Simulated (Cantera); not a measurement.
**Adiabatic ignition**

An adiabatic, constant-pressure homogeneous reactor starts with H₂ : O₂ : N₂ = 1 : 0.909 : 3.42 (molar parts), equivalence ratio 0.55, at 1375 K and 9.87 atm.

Computed with Cantera and GRI-Mech 3.0 (53 species, 325 reactions). The hydrogen kinetics of GRI-Mech 3.0 are dated; newer H2 mechanisms differ, most at raised pressure.

| t (s) | T (K) | x H₂ | x O₂ | x OH | x HO₂ | x NO | x H₂O₂ |
|---|---|---|---|---|---|---|---|
| 4.00e-6 | 2408 | 0.0102 | 0.0788 | 0.0224 | 5.41e-5 | 5.43e-5 | 1.74e-6 |
| 1.21e-5 | 2607 | 0.00222 | 0.0811 | 0.0126 | 2.29e-5 | 0.000153 | 1.55e-6 |
| 3.68e-5 | 2608 | 0.00216 | 0.0810 | 0.0125 | 2.28e-5 | 0.000365 | 1.56e-6 |
| 0.000112 | 2607 | 0.00216 | 0.0807 | 0.0124 | 2.27e-5 | 0.000995 | 1.56e-6 |
| 0.000339 | 2604 | 0.00214 | 0.0799 | 0.0123 | 2.24e-5 | 0.00278 | 1.54e-6 |
| 0.00103 | 2596 | 0.00210 | 0.0779 | 0.0119 | 2.16e-5 | 0.00704 | 1.50e-6 |
| 0.00312 | 2586 | 0.00205 | 0.0751 | 0.0115 | 2.05e-5 | 0.0129 | 1.45e-6 |
| 0.00945 | 2583 | 0.00203 | 0.0742 | 0.0114 | 2.02e-5 | 0.0148 | 1.43e-6 |
| 0.0287 | 2583 | 0.00203 | 0.0742 | 0.0114 | 2.02e-5 | 0.0149 | 1.43e-6 |
| 0.0869 | 2583 | 0.00203 | 0.0742 | 0.0114 | 2.02e-5 | 0.0149 | 1.43e-6 |
| 0.264 | 2583 | 0.00203 | 0.0742 | 0.0114 | 2.02e-5 | 0.0149 | 1.43e-6 |
| 0.800 | 2583 | 0.00203 | 0.0742 | 0.0114 | 2.02e-5 | 0.0149 | 1.43e-6 |
x: mole fraction; the columns are a selection and need not sum to one.

```yaml
time_of_steepest_temperature_rise: 2.89 µs
temperature at 0.800 s: 2583 K
equilibrium_temperature: 2583 K
x(H₂) at 0.800 s: 0.00203 (gas-phase equilibrium 0.00203)
x(O₂) at 0.800 s: 0.0742 (gas-phase equilibrium 0.0742)
x(OH) at 0.800 s: 0.0114 (gas-phase equilibrium 0.0114)
```
